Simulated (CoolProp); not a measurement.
Saturated liquid density (kg/m³) of tetrahydrofuran: the reference equation beside estimates from Tc = 540.2 K, pc = 5.304 MPa, ω = 0.234. Rackett uses Z = 0.29056 − 0.08775 ω.

Model: reference Helmholtz-energy equation of state, Fiedler 2023, in CoolProp.

```csv
T (K),reference,Rackett,van der Waals,Soave-Redlich-Kwong,Peng-Robinson
408.1,749.6,756.9,461.2,687.8,779.9
417.3,736.9,___,453.0,673.2,763.7
426.6,723.6,729.5,444.3,657.7,746.4
435.8,709.9,715.0,435.3,641.5,728.1
445,___,700.0,425.9,624.4,708.7
454.3,680.6,684.0,___,606.0,687.8
463.5,664.9,667.3,405.4,586.6,665.5
472.8,647.9,649.4,394.1,565.5,641.3
482,___,___,___,543.0,615.2
```

**Question.** Some entries are withheld; supply them.

**Answer.** 
- 417.3, Rackett: 743.5
- 445, reference: 695.7
- 454.3, van der Waals: 415.8
- 482, reference: 629.8
- 482, Rackett: 630.5
- 482, van der Waals: 382.1

Absolute difference from the reference over all 9 rows, mean and median: Rackett 0.6 and 0.6 %, van der Waals 38.8 and 38.8 %, Soave-Redlich-Kwong 10.6 and 10.2 %, Peng-Robinson 2.2 and 2.3 %.
